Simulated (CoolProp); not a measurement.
Properties of fluorine at several states (Tc = -128.7 °C, pc = 5.240 MPa, ω = 0.045).

Computed with CoolProp (reference Helmholtz-energy equation of state, de Reuck 1990).

| T (°C) | p (MPa) | phase | isothermal compressibility (1/MPa) | fugacity coefficient |
|---|---|---|---|---|
| -13.15 | 0.539 | gas | 1.864 | 0.9957 |
| -149.05 | 0.727 | gas | 1.500 | 0.9275 |
| -184.65 | 5.68 | liquid | 0.001825 | 0.03025 |
